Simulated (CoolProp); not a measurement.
Vapour-liquid equilibrium of n-heptane (1) + m-xylene (2) at 374.4 K; x and y are mole fractions of (1).

Values from CoolProp's multi-fluid Helmholtz-energy mixture model, Span 2003 and Zhou 2012; pair parameters Bell 2016.

### Question
Give the bubble pressure and the first vapour's composition at x = 0.15, 0.75, 0.85. Is there an azeotrope?

### Answer
x = 0.15: 0.04785 MPa, y = 0.412; x = 0.75: 0.09277 MPa, y = 0.894; x = 0.85: 0.09965 MPa, y = 0.938. No azeotrope shows between x = 0.05 and 0.95.

Pair parameters are fitted to limited data, so mixtures are less certain than the pure fluids.
